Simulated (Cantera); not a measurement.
A freely propagating, adiabatic, planar premixed flame of H2 : O2 : N2 : H2O = 1 : 0.278 : 1.28 : 0.0085 (molar parts), unburnt at 473 K and 0.133 bar; mixture-averaged transport, grid criteria slope 0.08 and curve 0.16, no radiation.

Model: the H2/O2 subset of GRI-Mech 3.0, which has no nitrogen chemistry, integrated in Cantera. Burning velocities carry a grid error of a few per cent, more on coarse grids.

x: mole fraction of selected species; z is measured from the peak of heat release.

```
z (mm)  T (K)  u (m/s)   x H2      x O2   x H2O2    x HO2    x H2O       x O
------  -----  -------  -----  --------  -------  -------  -------  --------
-17.7     473     4.07  0.390     0.108    <1e-8    <1e-8  0.00331     <1e-8
-11.8     473     4.07  0.390     0.108    <1e-8    <1e-8  0.00331     <1e-8
-8.86     473     4.07  0.390     0.108    <1e-8    <1e-8  0.00331     <1e-8
-5.91     473     4.08  0.390     0.108    <1e-8  1.64e-7  0.00331     <1e-8
-2.95     485     4.17  0.388     0.108        …  6.76e-5  0.00398   7.96e-6
-1.48     664     5.63  0.360     0.103        …  3.39e-5   0.0189  0.000163
0        1047     8.64  0.240    0.0623        …  1.12e-5    0.106   0.00360
1.48     1289     10.5  0.144   0.00879        …  1.51e-6    0.209   0.00342
2.95     1379     11.2  0.137   0.00219        …  3.47e-7    0.224   0.00231
5.91     1477     11.9  0.144   0.00153  1.45e-7  2.17e-7    0.226   0.00209
11.8     1591     12.7  0.153   0.00121        …  1.54e-7    0.228   0.00177
23.6     1710     13.6  0.162  0.000842        …  1.01e-7    0.232   0.00131
47.3     1821     14.3  0.170  0.000508        …  6.18e-8    0.235  0.000829
```

Problem. Some entries are withheld; supply them.

Solution. 
- -2.95, x H2O2: 1.92e-6
- -1.48, x H2O2: 2.20e-6
- 0, x H2O2: 2.27e-7
- 1.48, x H2O2: 1.83e-7
- 2.95, x H2O2: 1.57e-7
- 11.8, x H2O2: 1.08e-7
- 23.6, x H2O2: 6.45e-8
- 47.3, x H2O2: 3.39e-8
